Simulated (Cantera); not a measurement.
# FeS2 + SO3 + H2O (roasting and sulfation)

A closed system holds: 1 mol FeS2, 0.42 mol SO3, a varied amount of H2O, at 600 K and 0.100 bar.

Cantera equilibrium calculation (NASA polynomials, part measured and part estimated; ideal gas, pure solids and liquids). Candidate condensed phases: Fe, FeO, Fe(OH)2, Fe(OH)3, FeS, FeSO4, FeS2, Fe2O3, Fe2(SO4)3, Fe3O4, H2O, H2SO4, S; 22 gas species. The numbers say what is thermodynamically allowed, not how fast it happens.

| n(H2O) (mol) | x SO2 | x H2O | x H2S | x S2 | x S2O | n FeSO4(s) | n FeS2(s) | n Fe2O3(s) |
|---|---|---|---|---|---|---|---|---|
| 0.064 | 0.884 | 0.115 | 3.33e-5 | 1.00e-5 | 7.58e-6 | 0.0700 | 0.930 | 0 |
| 0.11 | 0.817 | 0.183 | 5.08e-5 | 9.01e-6 | 6.73e-6 | 0.0700 | 0.930 | 0 |
| 0.18 | 0.761 | 0.239 | 6.55e-5 | 8.45e-6 | 6.19e-6 | 0 | 0.924 | 0.0382 |
| 0.29 | 0.664 | 0.336 | 9.32e-5 | 7.84e-6 | 5.47e-6 | 0 | 0.924 | 0.0382 |
| 0.48 | 0.544 | 0.456 | 0.000129 | 7.03e-6 | 4.56e-6 | 0 | 0.924 | 0.0382 |
| 0.8 | 0.417 | 0.583 | 0.000169 | 6.09e-6 | 3.58e-6 | 0 | 0.924 | 0.0382 |
| 1.3 | 0.306 | 0.694 | 0.000206 | 5.14e-6 | 2.70e-6 | 0 | 0.923 | 0.0383 |
| 2.2 | 0.207 | 0.793 | 0.000245 | 4.15e-6 | 1.89e-6 | 0 | 0.923 | 0.0384 |
| 3.6 | 0.137 | 0.862 | 0.000276 | 3.32e-6 | 1.30e-6 | 0 | 0.923 | 0.0385 |
x: gas mole fraction; n: condensed amount in mol.

From 0.064 mol H2O to 0.11 mol H2O the condensed part is FeSO4(s) + FeS2(s). From 0.18 mol H2O to 3.6 mol H2O the condensed part is FeS2(s) + Fe2O3(s).
